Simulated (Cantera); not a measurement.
A closed system holds: 1 mol Si₃N₄, 0.0041 mol Si, 1.8 mol H₂.

Equilibrium computed with Cantera from the NASA thermochemical tables; the gas is ideal and each condensed phase is pure. Candidate condensed phases: Si, Si₃N₄; 18 gas species. Mutual solubility and eutectic melting of coexisting phases are not modelled. Equilibrium is a limit: real reactors are often held back by kinetics, nucleation or transport.

Stable condensed phases, one row left out:

```
T in °C \ P in Pa
               1       4      16      63     250    1000    4000   16000   63000  250000 1000000
   2675        A       A       A       A       A       A       A       A       B       B       B
   2575        A       A       A       A       A       A       A       B       B       B       B
   2475        A       A       A       A       A       A       A       B       B       B       B
   2375        A       A       A       A       A       A       B       B       B       B       B
   2275        A       A       A       A       A       A       B       B       B       B       B
   2075        A       A       A       A       A       B       B       B       B       B       B
   1975        A       A       A       A       B       B       B       B       B       B       C
   1875        A       A       A       B       B       B       B       B       B       C       C
   1775        A       A       A       B       B       B       B       B       C       C       C
   1675        A       A       B       B       B       B       B       C       C       C       C
   1575        A       B       B       B       B       B       C       C       C       C       C
   1475        B       B       B       B       B       C       C       C       C       C       C
```

A: gas only; B: Si; C: Si + Si₃N₄.

### Question
Give the row for 2175 °C.

### Answer
1: gas only; 4: gas only; 16: gas only; 63: gas only; 250: gas only; 1000: Si; 4000: Si; 16000: Si; 63000: Si; 250000: Si; 1000000: Si.
